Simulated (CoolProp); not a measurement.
Vapour pressure (MPa) of CF4 (R14): the reference equation beside estimates from Tc = -45.8 °C, pc = 3.762 MPa, ω = 0.178.

Computed with CoolProp (reference Helmholtz-energy equation of state, Platzer 1990). This equation is an older, rougher fit; its heat capacities, sound speeds and derivatives of the liquid may be far off and weren't checked against measurements.

| T (°C) | reference | van der Waals | Redlich-Kwong | Soave-Redlich-Kwong | Peng-Robinson |
|---|---|---|---|---|---|
| -109.95 | 0.3096 | 0.8556 | ___ | 0.3126 | 0.3110 |
| -103.85 | 0.4254 | 1.026 | 0.5422 | 0.4308 | 0.4273 |
| -97.75 | 0.5709 | 1.216 | ___ | 0.5796 | ___ |
| -91.75 | 0.7473 | 1.424 | 0.9068 | 0.7602 | 0.7516 |
| -85.65 | 0.9648 | 1.656 | ___ | 0.9832 | 0.9715 |
| -79.55 | 1.226 | 1.912 | ___ | 1.251 | 1.236 |
| -73.55 | 1.530 | 2.186 | 1.729 | 1.562 | 1.544 |
| -67.45 | 1.894 | 2.488 | 2.089 | 1.932 | 1.913 |
| -61.35 | 2.319 | 2.814 | 2.495 | 2.361 | 2.342 |
| -55.25 | 2.813 | 3.165 | 2.951 | 2.854 | 2.839 |
| -49.25 | 3.381 | 3.535 | 3.449 | ___ | 3.400 |

Problem. Some entries are withheld; supply them.

Solution. 
- -109.95, Redlich-Kwong: 0.4047
- -97.75, Redlich-Kwong: 0.7097
- -97.75, Peng-Robinson: 0.5738
- -85.65, Redlich-Kwong: 1.143
- -79.55, Redlich-Kwong: 1.418
- -49.25, Soave-Redlich-Kwong: 3.407

Absolute difference from the reference over all 11 rows, mean and median: van der Waals 69.2 and 56.0 %, Redlich-Kwong 16.0 and 15.7 %, Soave-Redlich-Kwong 1.6 and 1.7 %, Peng-Robinson 0.7 and 0.7 %.
